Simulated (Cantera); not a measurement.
Feed: 1 mol PbO, 2.8 mol CO, 12 mol H2, 7 mol C, held at 750 Torr.

Cantera equilibrium calculation (NASA polynomials, part measured and part estimated; ideal gas, pure solids and liquids). Candidate condensed phases: C, C6H6, C7H8, C8H18, H2O, Pb, PbO, PbO2, Pb3O4; 113 gas species. Equilibrium is a limit: real reactors are often held back by kinetics, nucleation or transport. All values below are at 1175 K.

Base state: H2 0.746, CO 0.236, CH4 0.0106, H2O 0.00609, CO2 0.00150, Pb 0.000435 (mole fractions); condensed: C(graphite) + Pb(l).

Q: What changes in the equilibrium state with this change: H2 from 12 to 0.39 mol?

A: 
```csv
species,before,after
CO,0.236,0.883
H2,0.746,0.0921
CO2,0.00150,0.0211
CH4,0.0106,0.000163
Pb,0.000435,0.000435
H2O,0.00609,0.00282
"C(graphite), mol",5.95,6.10
"Pb(l), mol",0.993,0.998
```
